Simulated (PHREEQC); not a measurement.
Consider water at 25 °C with 0.0025 mol/kgw CuCl2 and 0.008 mol/kgw Na2SO4. Closed to the air; pH follows from the charge balance.

Model: ion-association model, wateq4f.dat, run in PHREEQC.

Precipitation was switched off in this run.

Predict the pH.

pH 5.26.

In which forms is Cu present?

Cu+2 70 %, CuSO4 29 %, CuCl+ 0.5 % of the Cu.

The solution is supersaturated, for example in Brochantite, Antlerite, so a real one may precipitate; this is no full list.
